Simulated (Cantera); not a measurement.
Charge: 1 mol SiC, 2.2 mol H₂O, 300 mol N₂, 0.14 mol N₂O, held at 4.20 bar.

Equilibrium computed with Cantera from the NASA thermochemical tables; the gas is ideal and each condensed phase is pure. Candidate condensed phases: C, C₆H₆, C₇H₈, C₈H₁₈, H₂O, Si, SiC, SiO₂, Si₂N₂O, Si₃N₄; 151 gas species. Mutual solubility and eutectic melting of coexisting phases are not modelled. Kinetics and transport are ignored. All values below are at 1123 K.

Base state: N₂ 0.991, H₂ 0.00725, CO 0.00150 (mole fractions); condensed: C(graphite) + SiO₂(β-quartz) + Si₂N₂O(s).

**Question.** What changes in the equilibrium state with this change: pressure from 4.20 bar to 2.50e-6 bar?

**Answer.** 
```
species               before    after
-------------------  -------  -------
N₂                     0.991    0.989
H₂                   0.00725  0.00726
CO                   0.00150  0.00330
SiO                    <1e-9  8.20e-5
C(graphite), mol       0.542        0
SiO₂(β-quartz), mol    0.922    0.552
Si₂N₂O(s), mol        0.0388    0.212
```
